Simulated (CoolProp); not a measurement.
Vapour-liquid equilibrium of n-butane (1) + cis-2-butene (2) at 243.4 K; x and y are mole fractions of (1).

Values from CoolProp's multi-fluid Helmholtz-energy mixture model, Bücker 2006 and Lemmon 2005; pair parameters Bell 2016.

```json
[
 {"x": "0.05", "bubble pressure, mixture model (bar)": "0.2344", "bubble pressure, Raoult's law (bar)": "0.2324", "y, mixture model": "0.069", "y, Raoult's law": "0.061"},
 {"x": "0.15", "bubble pressure, mixture model (bar)": "0.2428", "bubble pressure, Raoult's law (bar)": "0.2380", "y, mixture model": "0.192", "y, Raoult's law": "0.180"},
 {"x": "0.25", "bubble pressure, mixture model (bar)": "0.2501", "bubble pressure, Raoult's law (bar)": "0.2436", "y, mixture model": "0.303", "y, Raoult's law": "0.293"},
 {"x": "0.35", "bubble pressure, mixture model (bar)": "0.2565", "bubble pressure, Raoult's law (bar)": "0.2492", "y, mixture model": "0.406", "y, Raoult's law": "0.401"},
 {"x": "0.45", "bubble pressure, mixture model (bar)": "0.2621", "bubble pressure, Raoult's law (bar)": "0.2548", "y, mixture model": "0.503", "y, Raoult's law": "0.504"},
 {"x": "0.55", "bubble pressure, mixture model (bar)": "0.2672", "bubble pressure, Raoult's law (bar)": "0.2604", "y, mixture model": "0.596", "y, Raoult's law": "0.603"},
 {"x": "0.65", "bubble pressure, mixture model (bar)": "0.2718", "bubble pressure, Raoult's law (bar)": "0.2660", "y, mixture model": "0.688", "y, Raoult's law": "0.698"},
 {"x": "0.75", "bubble pressure, mixture model (bar)": "0.2761", "bubble pressure, Raoult's law (bar)": "0.2716", "y, mixture model": "0.778", "y, Raoult's law": "0.789"},
 {"x": "0.85", "bubble pressure, mixture model (bar)": "0.2800", "bubble pressure, Raoult's law (bar)": "0.2772", "y, mixture model": "0.867", "y, Raoult's law": "0.876"},
 {"x": "0.95", "bubble pressure, mixture model (bar)": "0.2838", "bubble pressure, Raoult's law (bar)": "0.2828", "y, mixture model": "0.956", "y, Raoult's law": "0.959"}
]
```

The largest gap from Raoult's law is +2.9 % in bubble pressure, at x = 0.35. No azeotrope shows between x = 0.05 and 0.95.

Pair parameters are fitted to limited data, so mixtures are less certain than the pure fluids.
